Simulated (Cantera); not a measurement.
**Ignition delay**

Mixture: 16.6 % CH₄, 17.5 % O₂, 65.9 % N₂, equivalence ratio 1.9, at 4350 Torr, adiabatic and at constant volume. Ignition delay is the time to a rise of 400 K.

Model: GRI-Mech 3.0 (53 species, 325 reactions), integrated in Cantera.

```tsv
T0 (K)	delay (ms)
1000	206
1100	44.8
1200	11.4
1300	3.31
1400	1.06
1500	0.367
1600	0.138
1700	0.0568
1800	0.0260
1900	0.0132
```

```json
{
  "apparent activation energy between 1700 and 1900 K": "200 kJ/mol"
}
```
